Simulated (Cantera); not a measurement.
Feed: 1 mol SiC, 1.3 mol O₂, 48 mol H₂, held at 10.0 mbar.

Cantera equilibrium calculation (NASA polynomials, part measured and part estimated; ideal gas, pure solids and liquids). Candidate condensed phases: C, C₆H₆, C₇H₈, C₈H₁₈, H₂O, Si, SiC, SiO₂; 123 gas species. The tables hold silica as quartz up to 1696 K and as liquid above; real silica turns to tridymite and cristobalite and melts near 1996 K. The numbers say what is thermodynamically allowed, not how fast it happens.

**Question.** Which condensed phases are stable at each of these points (T (K)): 1473, 1573, 1673, 1773, 1873, 1973, 2073?

**Answer.** 
```tsv
T (K)	condensed phases	Si condensed (%)
1473	SiO₂(β-quartz)	60.0
1573	SiO₂(β-quartz)	59.3
1673	SiO₂(β-quartz)	52.5
1773	SiO₂(condensed)	21.2
1873	gas only	0.0
1973	gas only	0.0
2073	gas only	0.0
```

From 1473 K to 1673 K the condensed part is SiO₂(β-quartz). At 1773 K the condensed part is SiO₂(condensed). From 1873 K to 2073 K nothing is condensed.
